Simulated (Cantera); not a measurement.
A perfectly stirred reactor is fed with CH4 : C2H6 : C3H8 : O2 : N2 = 1 : 0.038 : 0.037 : 2.44 : 9.17 (molar parts), equivalence ratio 0.95, at 1000000 Pa; it is adiabatic with a 475 K inlet, and is followed from long to short residence time, starting on the burning branch (τ in s: 0.062, 0.028, 0.013, 0.006, 0.0028, 0.0013, 0.00059, 0.00027, 0.00012, 5.7e-05, 2.6e-05, 1.2e-05).

Computed with Cantera and GRI-Mech 3.0 (53 species, 325 reactions).

Task: What does this change do: inlet temperature 475 to 775 K?

Result: 
```
quantity                                                                      before                                   after
------------------------------------------------  ----------------------------------  --------------------------------------
blow-out, bracketed by the residence times tried  burning at 26.0 µs, out at 12.0 µs  burning at 12.0 µs, the shortest tried
x(CH4) at τ = 62.0 ms                                                        7.89e-7                                 3.27e-7
x(C2H6) at τ = 62.0 ms                                                       3.03e-9                                 1.33e-9
x(C3H8) at τ = 62.0 ms                                                       3.59e-9                                 1.79e-9
x(NO2) at τ = 62.0 ms                                                        1.90e-6                                 3.22e-6
x(HCO) at τ = 62.0 ms                                                        5.07e-9                                 9.45e-9
x(CH4) at τ = 0.590 ms                                                       4.85e-5                                 2.66e-5
x(C2H6) at τ = 0.590 ms                                                      2.87e-7                                 1.34e-7
x(C3H8) at τ = 0.590 ms                                                      3.01e-7                                 1.64e-7
x(NO2) at τ = 0.590 ms                                                       3.88e-7                                 8.59e-7
x(HCO) at τ = 0.590 ms                                                       4.31e-7                                 3.87e-7
```
